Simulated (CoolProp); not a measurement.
Saturation properties of cyclopropane (Tc = 125.5 °C, pc = 56.05 bar, ω = 0.131).

Model: reference Helmholtz-energy equation of state, Polt 1992, in CoolProp. This equation is an older, rougher fit; its heat capacities, sound speeds and derivatives of the liquid may be far off and weren't checked against measurements.

```csv
T (°C),p (bar),liquid density (kg/m³),vapour density (kg/m³),enthalpy of vaporisation (kJ/kg)
24.95,7.236,619.1,14.13,402.6
30.25,8.327,610.8,16.21,394.4
35.55,9.534,602.2,18.53,386.1
40.85,10.86,593.5,21.11,377.4
46.15,12.33,584.4,23.99,368.5
51.45,13.93,575.0,27.18,359.1
56.75,15.67,565.3,30.74,349.2
61.95,17.54,555.4,34.63,339.0
67.25,19.60,544.9,39.05,327.9
72.55,21.84,533.9,44.00,316.1
77.85,24.25,522.3,49.56,303.5
83.15,26.86,510.0,55.85,289.8
88.45,29.66,496.8,63.01,275.0
93.75,32.68,482.6,71.26,258.7
```
